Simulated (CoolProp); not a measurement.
Saturation properties of fluorine (Tc = -128.7 °C, pc = 5.240 MPa, ω = 0.045).

Computed with CoolProp (reference Helmholtz-energy equation of state, de Reuck 1990).

```csv
T (°C),p (MPa),enthalpy of vaporisation (kJ/kg),vapour Z
-174.65,0.3779,160.2,0.9160
-172.65,0.4451,157.8,0.9065
-170.75,0.5166,155.4,0.8969
-168.75,0.6007,152.8,0.8861
-166.85,0.6895,150.2,0.8753
-164.85,0.7928,147.3,0.8632
-162.95,0.9010,144.5,0.8510
-160.95,1.026,141.4,0.8375
-159.05,1.156,138.3,0.8239
-157.05,1.305,134.9,0.8087
-155.15,1.459,131.5,0.7934
-153.15,1.634,127.7,0.7763
-151.25,1.815,123.9,0.7591
-149.35,2.009,119.8,0.7408
-147.35,2.229,115.2,0.7202
```

It boils at -188.1 °C under 1 atm.
